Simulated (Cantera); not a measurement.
An isothermal, constant-pressure homogeneous reactor starts with CH4 : N2 : H2O = 1 : 1.5 : 0.022 (molar parts), at 1875 K and 1200 Torr.

Detailed kinetics in Cantera: GRI-Mech 3.0 (53 species, 325 reactions). GRI-Mech 3.0 stops at C3 and has no aromatics, soot or wall deposition, so with more carbon than oxygen in the feed, carbon stays in small species such as C2H2 where larger ones or solid carbon would form.

One state of this run: x CH4 = 0.0629; x C2H6 = 6.30e-5; x C2H = 1.07e-6; x H = 0.000275; x C2H4 = 0.00166. x: mole fraction; the columns are a selection and need not sum to one.

Q: Which value of t (s) does it belong to?
(A) 2.91
(B) 0.00247
(C) 0.386
(D) 0.00679

A: B, 0.00247
